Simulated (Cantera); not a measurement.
Mixture: H2 : O2 : N2 = 1 : 0.25 : 1.52 (molar parts), equivalence ratio 2.0, at 1.80 bar, adiabatic and at constant volume. Ignition delay is the time to a rise of 400 K.

Computed with Cantera and GRI-Mech 3.0 (53 species, 325 reactions). Where the delays flatten at high temperature, the 400 K rule measures the pace of heat release, not the induction time.

Problem. Predict: delay at 1225 K; delay at 1425 K; delay at 1625 K; delay at 1825 K.

Solution. 
| Property | Result |
|---|---|
| delay at 1225 K | 32.8 µs |
| delay at 1425 K | 14.0 µs |
| delay at 1625 K | 8.97 µs |
| delay at 1825 K | 7.79 µs |
